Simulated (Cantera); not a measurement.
An isothermal, constant-pressure homogeneous reactor starts with 13.2 % CH₄, 69.0 % H₂, 17.8 % H, at 2225 K and 100.0 Torr.

Computed with Cantera and GRI-Mech 3.0 (53 species, 325 reactions). GRI-Mech 3.0 stops at C3 and has no aromatics, soot or wall deposition, so with more carbon than oxygen in the feed, carbon stays in small species such as C2H2 where larger ones or solid carbon would form.

x: mole fraction; the columns are a selection and need not sum to one.

| t (s) | x CH₄ | x H₂ | x H | x C₂H₄ | x C₂H₂ |
|---|---|---|---|---|---|
| 0.00100 | 0.00863 | 0.919 | 0.0124 | 6.38e-5 | 0.0580 |
| 0.00211 | ___ | 0.920 | ___ | ___ | 0.0606 |
| 0.00447 | 0.00155 | 0.921 | 0.0153 | 1.97e-5 | 0.0619 |
| 0.00946 | ___ | 0.920 | 0.0165 | 1.73e-5 | 0.0624 |
| 0.0200 | 0.000257 | 0.920 | 0.0170 | 1.68e-5 | 0.0626 |
| 0.0423 | 0.000154 | 0.920 | 0.0171 | 1.67e-5 | 0.0627 |
| 0.0894 | 0.000135 | 0.920 | 0.0171 | 1.67e-5 | 0.0627 |
| 0.189 | 0.000135 | 0.920 | 0.0171 | 1.67e-5 | 0.0627 |
| 0.400 | 0.000135 | 0.920 | 0.0171 | 1.67e-5 | 0.0627 |
| 0.846 | 0.000135 | 0.920 | 0.0171 | 1.67e-5 | 0.0627 |
| 1.79 | 0.000135 | 0.920 | 0.0171 | 1.67e-5 | 0.0627 |
| 3.78 | 0.000135 | 0.920 | 0.0171 | 1.67e-5 | 0.0627 |
| 8.00 | 0.000135 | 0.920 | 0.0171 | 1.67e-5 | 0.0627 |

What belongs in the gaps?


- 0.00211, x CH₄: 0.00398
- 0.00211, x H: 0.0138
- 0.00211, x C₂H₄: 3.00e-5
- 0.00946, x CH₄: 0.000592
